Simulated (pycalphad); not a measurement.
An equivalent pycalphad script:

```python
from pycalphad import Database, equilibrium, calculate, variables as v
import numpy as np
db = Database('COST507.tdb')
comps = ['SI', 'AL', 'MG', 'VA']
phases = ['ALMG_BETA', 'ALMG_EPS', 'ALMG_GAMMA', 'DIAMOND_A4', 'FCC_A1', 'HCP_A3', 'LIQUID', 'MG2SI']
eq = equilibrium(db, comps, phases, {v.X('AL'): 0.703, v.X('MG'): 0.209, v.T: np.arange(1650, 349, -25), v.P: 101325, v.N: 1}, output=['HM', 'SM'])
```

CALPHAD calculation (pycalphad, COST 507 light-alloy database (1999)), 1 atm. No gas phase is included, though pure Mg would boil below 1377 °C. The data set is of 1999 and partly superseded. Amounts are mole fractions of atoms. Diffusion is slow at the low end, where real alloys seldom reach equilibrium.

Results at three of the temperatures:

```
T = 950.00 K, P = 101325 Pa, N = 1 mol of atoms
G = -45685 J/mol, H = 26448 J/mol, S = 75.93 J/(mol K)  (SER reference)
chemical potentials (J/mol): Si -44329, Al -40873, Mg -62444
phase             fraction      x(Si)      x(Al)      x(Mg)
LIQUID              0.9409     0.0726     0.7471     0.1803
MG2SI               0.0591     0.3333       none     0.6667
```

```
T = 875.00 K, P = 101325 Pa, N = 1 mol of atoms
G = -40235 J/mol, H = 20750 J/mol, S = 69.70 J/(mol K)  (SER reference)
chemical potentials (J/mol): Si -40440, Al -34777, Mg -58506
phase             fraction      x(Si)      x(Al)      x(Mg)
LIQUID              0.8334     0.0389     0.8436     0.1175
MG2SI               0.1666     0.3333       none     0.6667
```

```
T = 825.00 K, P = 101325 Pa, N = 1 mol of atoms
G = -37278 J/mol, H = 8706 J/mol, S = 55.74 J/(mol K)  (SER reference)
chemical potentials (J/mol): Si -47473, Al -31862, Mg -51205
phase             fraction      x(Si)      x(Al)      x(Mg)
FCC_A1              0.7368   0.000345     0.9542     0.0455
MG2SI               0.2632     0.3333       none     0.6667
```

Changes of the phase set, refined by bisection:

```json
[
 {"T (°C)": "704.8", "phases above": "liquid", "phases below": "liquid + MG2SI"},
 {"T (°C)": "593.7", "phases above": "liquid + MG2SI", "phases below": "fcc + liquid + MG2SI"},
 {"T (°C)": "580.7", "phases above": "fcc + liquid + MG2SI", "phases below": "fcc + MG2SI"},
 {"T (°C)": "221.7", "phases above": "fcc + MG2SI", "phases below": "ALMG_BETA + fcc + MG2SI"}
]
```

Database names, with the compositions (at.%) that they take in these runs: MG2SI: Mg 67 Si 33; ALMG_BETA: Al 61 Mg 39. FCC_A1 is fcc. An entry "none" or "no" means that the model of the phase leaves that element out.
